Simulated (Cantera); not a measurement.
A closed system holds: 1 mol SiH4, 0.46 mol N2O, 37 mol H2, 0.29 mol O2, at 900 K and 11.0 mbar.

Method: chemical equilibrium by Gibbs-energy minimisation in Cantera with the NASA 1993 tables (ideal gas, pure condensed phases). Candidate condensed phases: H2O, Si, SiO2, Si2N2O, Si3N4; 35 gas species. Equilibrium is a limit: real reactors are often held back by kinetics, nucleation or transport.

Base state: H2 0.996, N2 0.00358 (mole fractions); condensed: SiO2(β-quartz) + Si2N2O(s).

**Question.** What changes in the equilibrium state with this change: N2O from 0.46 to 1 mol?

**Answer.** 
| species | before | after |
|---|---|---|
| H2 | 0.996 | 0.978 |
| N2 | 0.00358 | 0.0216 |
| SiO2(β-quartz), mol | 0.360 | 0.720 |
| Si2N2O(s), mol | 0.320 | 0.140 |

**Question.** What changes in the equilibrium state with this change: temperature from 900 K to 1950 K?

**Answer.** 
| species | before | after |
|---|---|---|
| H2 | 0.996 | 0.952 |
| SiO | <1e-9 | 0.0246 |
| N2 | 0.00358 | 0.0113 |
| H | 1.11e-9 | 0.0107 |
| H2O | 2.88e-6 | 0.000983 |
| SiO2(β-quartz), mol | 0.360 | 0 |
| Si2N2O(s), mol | 0.320 | 0 |
